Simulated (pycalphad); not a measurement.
**Effect of B content in Ti-B**

All values are pycalphad results on the COST 507 light-alloy database (1999) (1 atm), not direct measurements. The data set is of 1999 and partly superseded. Amounts are mole fractions of atoms.

### Question
One of these alloys has its liquidus at 2464 °C, its solidus at 1541 °C, and holds BM 0.86, HCP_A3 0.14 at 802 °C. Which?
(A) Ti-57.1B (at.%)
(B) Ti-28.55B (at.%)
(C) Ti-42.82B (at.%)
(D) Ti-85.65B (at.%)
(E) Ti-14.27B (at.%)

### Answer
C, Ti-42.82B (at.%). The others: Ti-14.27B (at.%), liquidus 1662, solidus 1541; Ti-28.55B (at.%), liquidus 1929, solidus 1541; Ti-57.1B (at.%), liquidus 3077, solidus 2183; Ti-85.65B (at.%), liquidus 2716, solidus 2059

Database names, with the compositions (at.%) that they take in these runs: BM: Ti 50 B 50. HCP_A3 is hcp.
